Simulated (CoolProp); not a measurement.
Computed with CoolProp (reference Helmholtz-energy equation of state, Wu 2011).

Question: For dimethyl ether, give the phase and the cp (kJ/(kg K)), cv (kJ/(kg K)) at 152.7 K and 101 kPa; 212.1 K and 101 kPa; 301.2 K and 101 kPa.

Answer: 
- 152.7 K and 101 kPa: liquid; cp 2.14, cv 1.52
- 212.1 K and 101 kPa: liquid; cp 2.16, cv 1.46
- 301.2 K and 101 kPa: gas; cp 1.47, cv 1.28
